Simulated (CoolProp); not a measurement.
A single-stage vapour-compression cycle with isobutene: evaporating at 243.15 K (dew point), condensing at 313.15 K (bubble point), superheat 0 K, subcooling 5 K, compressor efficiency 0.8, no pressure losses. Each further row changes one setting.

The numbers come from the reference Helmholtz-energy equation of state, Lemmon 2005 in CoolProp. It is a short technical equation, of lower accuracy than the large ones.

```csv
case,cooling COP,pressure ratio,discharge temperature (K),refrigerating effect (kJ/kg),volumetric capacity (kJ/m³)
as stated,2.14,12.6,331.8,265,280
evaporating temperature 248.15 K,2.41,…,329.2,271,357
condensing temperature 308.15 K,2.37,…,…,277,293
subcooling 10 K,2.23,12.6,331.8,277,293
superheat 10 K,…,12.6,342.3,279,283
compressor efficiency 0.7,1.87,12.6,341.2,265,280
```

Fill in the missing entries.


- evaporating temperature 248.15 K, pressure ratio: 9.94
- condensing temperature 308.15 K, pressure ratio: 10.9
- condensing temperature 308.15 K, discharge temperature (K): 326.6
- superheat 10 K, cooling COP: 2.16
